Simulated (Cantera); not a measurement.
A closed system holds: 1 mol CH3Cl, 0.011 mol F2, 2.6 mol H2, equilibrated at 1125 °C and 0.133 bar.

Cantera equilibrium calculation (NASA polynomials, part measured and part estimated; ideal gas, pure solids and liquids). Candidate condensed phases: C, C6H6, C7H8, C8H18; 118 gas species. The numbers say what is thermodynamically allowed, not how fast it happens.

Base state: H2 0.778, HCl 0.217, HF 0.00477, CH4 0.000352, H 1.14e-5 (mole fractions); condensed: C(graphite).

What changes in the equilibrium state with this change: temperature from 1125 °C to 2302 °C?


| species | before | after |
|---|---|---|
| H2 | 0.778 | 0.699 |
| HCl | 0.217 | 0.191 |
| H | 1.14e-5 | 0.0793 |
| Cl | 2.63e-6 | 0.0152 |
| C2H2 (acetylene) | 1.91e-6 | 0.0103 |
| C2H | <1e-9 | 9.77e-5 |
| C4H2 | <1e-9 | 6.25e-5 |
| C2HCl | <1e-9 | 3.63e-5 |
| C3 | <1e-9 | 1.16e-5 |
| C(graphite), mol | 0.998 | 0.898 |
